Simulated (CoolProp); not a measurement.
Vapour-liquid equilibrium of acetone (1) + water (2) at 441.9 K; x and y are mole fractions of (1).

Model: multi-fluid Helmholtz-energy mixture model, Lemmon 2006 and Wagner 2002; pair parameters Bell 2016, in CoolProp.

| x | bubble pressure (MPa) | y at the bubble point | dew pressure at overall composition x (MPa) | liquid density (mol/L) |
|---|---|---|---|---|
| 0.05 | 0.9370 | 0.207 | 0.8037 | 44.24 |
| 0.2 | 1.257 | 0.463 | 0.9305 | 32.15 |
| 0.35 | 1.410 | 0.564 | 1.098 | 24.44 |
| 0.5 | 1.501 | 0.635 | 1.314 | 19.19 |
| 0.65 | 1.569 | 0.715 | 1.516 | 15.46 |
| 0.8 | 1.614 | 0.818 | 1.609 | 12.72 |
| 0.95 | 1.628 | 0.950 | 1.628 | 10.66 |

y crosses x between x = 0.8 and 0.95: the model has an azeotrope there.

The pair parameters rest on a limited set of measurements; away from them the model extrapolates.
